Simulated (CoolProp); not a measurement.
n-hexane along the isotherm 360.4 K: Z from the reference equation and from simpler models built on Tc = 507.8 K, pc = 30.44 bar, ω = 0.300; each cubic takes its own stable root.

Model: reference Helmholtz-energy equation of state, Thol 2019, in CoolProp.

```csv
p (bar),phase,reference,Redlich-Kwong,Soave-Redlich-Kwong
0.144,gas,0.9945,0.9958,0.9953
0.297,gas,0.9886,0.9913,0.9902
0.609,gas,0.9763,0.9820,0.9797
1.25,gas,0.9502,0.9625,0.9576
2.57,liquid,0.01243,0.9199,0.01383
5.27,liquid,0.02546,0.02973,0.02832
10.8,liquid,0.05209,0.06064,0.05786
22.2,liquid,0.1067,0.1235,0.1182
45.7,liquid,0.2181,0.2502,0.2405
```

At some of these states Redlich-Kwong gives the other phase, because its saturation line lies elsewhere.
